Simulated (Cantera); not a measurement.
An adiabatic, constant-pressure homogeneous reactor starts with H2 : O2 : N2 : NO = 1 : 0.794 : 2.98 : 0.0072 (molar parts), at 998 K and 3.00 bar. Integrator tolerance rtol = 1e-08.

Detailed kinetics in Cantera: GRI-Mech 3.0 (53 species, 325 reactions). The hydrogen kinetics of GRI-Mech 3.0 are dated; newer H2 mechanisms differ, most at raised pressure. The mechanism lacks 2 NO + O2 → 2 NO2 and HONO, so NO2 and the effect of NO are under-described below about 1400 K.

**Question.** What does this change do: 0.31 parts CO2 added?

**Answer.** 
```csv
quantity,before,after
time of steepest temperature rise,0.185 ms,0.219 ms
temperature at 0.100 s,2417 K,2298 K
equilibrium temperature,2417 K,2297 K
x(H2) at 0.100 s,0.00206 (gas-phase equilibrium 0.00206),0.00103 (gas-phase equilibrium 0.00103)
x(O2) at 0.100 s,0.0623 (gas-phase equilibrium 0.0623),0.0607 (gas-phase equilibrium 0.0604)
x(NO) at 0.100 s,0.0101 (gas-phase equilibrium 0.0101),0.00697 (gas-phase equilibrium 0.00759)
x(N2O) at 0.100 s,9.07e-7 (gas-phase equilibrium 9.07e-7),6.57e-7 (gas-phase equilibrium 6.59e-7)
x(OH) at 0.100 s,0.00932 (gas-phase equilibrium 0.00932),0.00593 (gas-phase equilibrium 0.00590)
x(H) at 0.100 s,0.000454 (gas-phase equilibrium 0.000454),0.000179 (gas-phase equilibrium 0.000177)
```

**Question.** What does this change do: initial temperature 998 to 1525 K?

**Answer.** 
```
quantity                                                              before                                    after
---------------------------------  -----------------------------------------  ---------------------------------------
time of steepest temperature rise                                   0.185 ms                                  4.25 µs
temperature at 0.100 s                                                2417 K                                   2735 K
equilibrium temperature                                               2417 K                                   2735 K
x(H2) at 0.100 s                     0.00206 (gas-phase equilibrium 0.00206)  0.00857 (gas-phase equilibrium 0.00857)
x(O2) at 0.100 s                       0.0623 (gas-phase equilibrium 0.0623)    0.0569 (gas-phase equilibrium 0.0569)
x(NO) at 0.100 s                       0.0101 (gas-phase equilibrium 0.0101)    0.0163 (gas-phase equilibrium 0.0163)
x(N2O) at 0.100 s                    9.07e-7 (gas-phase equilibrium 9.07e-7)  1.46e-6 (gas-phase equilibrium 1.46e-6)
x(OH) at 0.100 s                     0.00932 (gas-phase equilibrium 0.00932)    0.0225 (gas-phase equilibrium 0.0225)
x(H) at 0.100 s                    0.000454 (gas-phase equilibrium 0.000454)  0.00349 (gas-phase equilibrium 0.00349)
```
